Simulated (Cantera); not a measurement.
## Premixed flame

A freely propagating, adiabatic, planar premixed flame of 20.2 % H₂, 16.1 % O₂, 60.3 % N₂, 3.44 % H₂O, equivalence ratio 0.63, unburnt at 375 K and 29000 Pa; mixture-averaged transport, grid criteria slope 0.08 and curve 0.16, no radiation.

Detailed kinetics in Cantera: the H2/O2 subset of GRI-Mech 3.0, which has no nitrogen chemistry. Burning velocities carry a grid error of a few per cent, more on coarse grids. Lean hydrogen flames are cellular in practice and burn faster than this planar one.

```csv
z (mm),T (K),u (m/s),x H₂,x O₂,x H₂O,x H₂O₂,x HO₂,x OH
-5.03,375,1.59,0.202,0.161,0.0344,<1e-8,<1e-8,<1e-8
-3.35,375,1.59,0.202,0.161,0.0344,<1e-8,<1e-8,<1e-8
-2.51,375,1.59,0.202,0.161,0.0344,<1e-8,1.21e-8,<1e-8
-1.68,375,1.59,0.201,0.161,0.0345,3.17e-8,2.65e-7,<1e-8
-0.838,405,1.69,0.185,0.163,0.0367,1.59e-5,0.000117,1.79e-5
-0.419,647,2.62,0.146,0.158,0.0610,3.38e-5,0.000139,0.000589
0,1007,3.98,0.0850,0.132,0.122,4.19e-6,5.54e-5,0.00142
0.419,1266,4.97,0.0348,0.0947,0.188,2.86e-6,2.98e-5,0.00443
0.838,1409,5.51,0.0174,0.0778,0.216,2.06e-6,2.05e-5,0.00681
1.68,1550,6.03,0.0121,0.0715,0.229,1.05e-6,1.46e-5,0.00852
3.35,1673,6.46,0.00885,0.0689,0.239,5.08e-7,1.01e-5,0.00889
6.70,1767,6.78,0.00534,0.0675,0.247,2.70e-7,6.27e-6,0.00787
13.4,1827,6.98,0.00256,0.0670,0.253,1.52e-7,3.32e-6,0.00590
```
x: mole fraction of selected species; z is measured from the peak of heat release.

```yaml
laminar_burning_velocity: 159 cm/s
thermal_thickness: 1.68 mm
peak x(H₂O₂): 4.01e-5
peak x(HO₂): 0.000210
peak x(OH): 0.00893
grid_points: 107
```
